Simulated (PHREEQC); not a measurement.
0.013 g of hydrous ferric oxide (600 m²/g; 0.2 weak and 0.005 strong sites per Fe, Dzombak-Morel constants, diffuse double layer) in 1 kg of water with 0.05 mol/kgw of an inert sodium salt and 0.00015 mmol/kgw NiCl2 and 0.027 mmol/kgw SrCl2, at 25 °C; the pH is set by adding NaOH or the inert anion's acid. O2 is buffered at 0.21 atm. CO2 from the air is kept out. No solid was allowed to form.

Model: ion-association model, wateq4f.dat, run in PHREEQC.

Question: Predict surface charge σ (C/m²) at pH = 3, 3.67, 7, 8.33, 9.

Answer: 
```csv
pH,surface charge σ (C/m²)
3,0.357
3.67,0.323
7,0.034
8.33,-0.004
9,-0.022
```

The oxide is taken as insoluble; below pH 4 it would dissolve.
